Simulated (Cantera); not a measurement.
## Thermodynamics of silicon etching in halogen gases, feed Si + Cl2 + H2 + NF3

Feed: 1 mol Si, 9.9 mol Cl2, a varied amount of H2, 5 mol NF3, equilibrated at 1198.15 K and 30.0 Pa.

These are equilibrium values from Cantera (NASA tables, ideal gas, pure condensed phases), not measurements of a reactor. Candidate condensed phases: NH4Cl, Si, Si3N4; 49 gas species. Kinetics and transport are ignored.

| n(H2) (mol) | x HF | x ClF | x Cl2 | x HCl | x Cl | x N2 | x F | x SiF4 |
|---|---|---|---|---|---|---|---|---|
| 0.15 | 0.0141 | 0.405 | 0.201 | 3.66e-8 | 0.120 | 0.117 | 0.0956 | 0.0468 |
| 0.23 | 0.0215 | 0.398 | 0.203 | 5.74e-8 | 0.120 | 0.117 | 0.0936 | 0.0467 |
| 0.36 | 0.0334 | 0.387 | 0.205 | 9.33e-8 | 0.121 | 0.116 | 0.0903 | 0.0464 |
| 0.57 | 0.0525 | 0.369 | 0.210 | 1.57e-7 | 0.123 | 0.115 | 0.0851 | 0.0460 |
| 0.9 | 0.0817 | 0.340 | 0.217 | 2.74e-7 | 0.125 | 0.114 | 0.0773 | 0.0454 |
| 1.4 | 0.125 | 0.299 | 0.227 | 4.99e-7 | 0.128 | 0.111 | 0.0662 | 0.0445 |
| 2.2 | 0.190 | 0.234 | 0.243 | 1.04e-6 | 0.132 | 0.108 | 0.0502 | 0.0431 |
| 3.5 | 0.287 | 0.136 | 0.268 | 2.97e-6 | 0.139 | 0.102 | 0.0278 | 0.0409 |
| 5.5 | 0.417 | 0.000744 | 0.302 | 0.000888 | 0.147 | 0.0949 | 0.000143 | 0.0380 |
| 8.6 | 0.377 | 1.65e-6 | 0.177 | 0.213 | 0.113 | 0.0858 | 4.15e-7 | 0.0343 |
x: gas mole fraction; nothing condenses.

From 0.15 mol H2 to 8.6 mol H2 nothing is condensed. The main Si-bearing gas is SiF4 throughout.
